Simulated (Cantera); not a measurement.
**Ignition delay**

Mixture: 31.9 % CO, 1.59 % H₂, 14.0 % O₂, 52.6 % N₂, equivalence ratio 1.2, at 24.7 atm, adiabatic and at constant pressure. Ignition delay is the time to a rise of 400 K.

Cantera simulation using GRI-Mech 3.0 (53 species, 325 reactions); the numbers are that mechanism's predictions, not measurements. The hydrogen kinetics of GRI-Mech 3.0 are dated; newer H2 mechanisms differ, most at raised pressure. The pressure lies above the range GRI-Mech 3.0 was tuned for (to about 10 atm). Below about 950 K walls govern HO2 and H2O2 in real vessels.

| T0 (K) | delay (ms) |
|---|---|
| 850 | 179 |
| 950 | 9.91 |
| 1050 | 0.979 |
| 1150 | 0.149 |
| 1250 | 0.0313 |
| 1350 | 0.00925 |
| 1450 | 0.00416 |
| 1550 | 0.00254 |
| 1650 | 0.00185 |

| Property | Value |
|---|---|
| apparent activation energy between 1450 and 1650 K | 81 kJ/mol |
